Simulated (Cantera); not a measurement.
Mixture: H₂ : O₂ : N₂ = 1 : 1.16 : 4.37 (molar parts), equivalence ratio 0.43, at 0.370 bar, adiabatic and at constant pressure. Ignition delay is the time to a rise of 400 K.

Model: GRI-Mech 3.0 (53 species, 325 reactions), integrated in Cantera. Where the delays flatten at high temperature, the 400 K rule measures the pace of heat release, not the induction time.

```csv
quantity,before,after
delay at 1050 K,0.341 ms,4.07 ms
delay at 1125 K,0.227 ms,0.346 ms
delay at 1200 K,0.173 ms,17.8 µs
delay at 1275 K,0.148 ms,7.98 µs
delay at 1350 K,0.138 ms,5.04 µs
delay at 1425 K,0.138 ms,3.65 µs
```

Question: Which change was made?
(A) H2 1 to 2.5 parts
(B) pressure from 0.370 bar to 6.00 bar
(C) constant volume in place of constant pressure
(D) pressure from 0.370 bar to 31.0 bar

Answer: B, pressure from 0.370 bar to 6.00 bar
